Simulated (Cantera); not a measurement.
**Ignition delay**

Mixture: 5.36 % CH4, 24.9 % O2, 69.7 % N2, equivalence ratio 0.43, at 53000 Pa, adiabatic and at constant volume. Ignition delay is the time to a rise of 400 K.

Detailed kinetics in Cantera: GRI-Mech 3.0 (53 species, 325 reactions).

```csv
T0 (K),delay (ms)
1223,26.8
1298,9.78
1373,4.04
1448,1.89
1523,0.988
1598,0.562
1673,0.340
1748,0.216
1823,0.142
```

| Quantity | Value |
|---|---|
| apparent activation energy between 1673 and 1823 K | 150 kJ/mol |
